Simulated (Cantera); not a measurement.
## Stirred combustor or abatement burner

A perfectly stirred reactor is fed with CH4 : C2H6 : O2 : N2 = 1 : 0.16 : 1.71 : 6.42 (molar parts), equivalence ratio 1.5, at 0.533 atm; it is adiabatic with a 600 K inlet, and is followed from long to short residence time, starting on the burning branch (τ in s: 0.11, 0.041, 0.015, 0.0056, 0.002, 0.00075, 0.00028, 0.0001, 3.7e-05, 1.4e-05).

Computed with Cantera and GRI-Mech 3.0 (53 species, 325 reactions).

```tsv
τ (s)	T (K)	x CH4	x C2H6	x O2	x NO2	x CO2
0.11	2114	4.19e-5	1.62e-7	8.11e-5	1.29e-9	0.0392
0.041	2106	6.52e-5	3.91e-7	0.000160	1.46e-9	0.0392
0.015	2097	0.000114	9.70e-7	0.000331	1.57e-9	0.0392
0.0056	2088	0.000228	2.46e-6	0.000714	1.62e-9	0.0389
0.0020	2073	0.000526	6.97e-6	0.00173	1.60e-9	0.0380
0.00075	2043	0.00123	2.06e-5	0.00430	1.51e-9	0.0357
0.00028	1943	0.00396	9.46e-5	0.0140	1.63e-9	0.0284
0.00010	600	0.108	0.0172	0.184	<1e-12	<1e-12
3.7e-5	600	0.108	0.0172	0.184	<1e-12	<1e-12
1.4e-5	600	0.108	0.0172	0.184	<1e-12	<1e-12
```
x: mole fraction; the columns are a selection and need not sum to one.
